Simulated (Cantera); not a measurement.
A perfectly stirred reactor is fed with CH4 : CO2 : H2 = 1 : 0.52 : 0.2 (molar parts), at 16.8 atm; it is held at 1773 K, and followed from long to short residence time.

Model: GRI-Mech 3.0 (53 species, 325 reactions), integrated in Cantera. GRI-Mech 3.0 stops at C3 and has no aromatics, soot or wall deposition, so with more carbon than oxygen in the feed, carbon stays in small species such as C2H2 where larger ones or solid carbon would form. The pressure lies above the range GRI-Mech 3.0 was tuned for (to about 10 atm).

Task: What does this change do: pressure from 16.8 atm to 0.888 atm?

Result: 
| quantity | before | after |
|---|---|---|
| x(CH4) at τ = 0.430 s | 0.0928 | 0.0333 |
| x(CO2) at τ = 0.430 s | 0.00757 | 0.0126 |
| x(H2) at τ = 0.430 s | 0.483 | 0.513 |
| x(H2O) at τ = 0.430 s | 0.0390 | 0.0699 |
| x(CH2CO) at τ = 0.430 s | 1.17e-5 | 2.05e-5 |
| x(CH4) at τ = 37.0 ms | 0.111 | 0.100 |
| x(CO2) at τ = 37.0 ms | 0.0275 | 0.0548 |
| x(H2) at τ = 37.0 ms | 0.400 | 0.404 |
| x(H2O) at τ = 37.0 ms | 0.113 | 0.128 |
| x(CH2CO) at τ = 37.0 ms | 3.17e-5 | 5.17e-5 |

Task: What does this change do: H2 0.2 to 1.4 parts?

Result: 
```tsv
quantity	before	after
x(CH4) at τ = 0.430 s	0.0928	0.0968
x(CO2) at τ = 0.430 s	0.00757	0.00463
x(H2) at τ = 0.430 s	0.483	0.600
x(H2O) at τ = 0.430 s	0.0390	0.0426
x(CH2CO) at τ = 0.430 s	1.17e-5	6.44e-6
x(CH4) at τ = 37.0 ms	0.111	0.120
x(CO2) at τ = 37.0 ms	0.0275	0.0142
x(H2) at τ = 37.0 ms	0.400	0.536
x(H2O) at τ = 37.0 ms	0.113	0.101
x(CH2CO) at τ = 37.0 ms	3.17e-5	1.38e-5
```

Task: What does this change do: CO2 0.52 to 0.18 parts?

Result: 
```
quantity                  before    after
-----------------------  -------  -------
x(CH4) at τ = 0.430 s     0.0928    0.156
x(CO2) at τ = 0.430 s    0.00757  0.00120
x(H2) at τ = 0.430 s       0.483    0.557
x(H2O) at τ = 0.430 s     0.0390   0.0121
x(CH2CO) at τ = 0.430 s  1.17e-5  7.29e-6
x(CH4) at τ = 37.0 ms      0.111    0.170
x(CO2) at τ = 37.0 ms     0.0275  0.00670
x(H2) at τ = 37.0 ms       0.400    0.515
x(H2O) at τ = 37.0 ms      0.113   0.0501
x(CH2CO) at τ = 37.0 ms  3.17e-5  1.54e-5
```
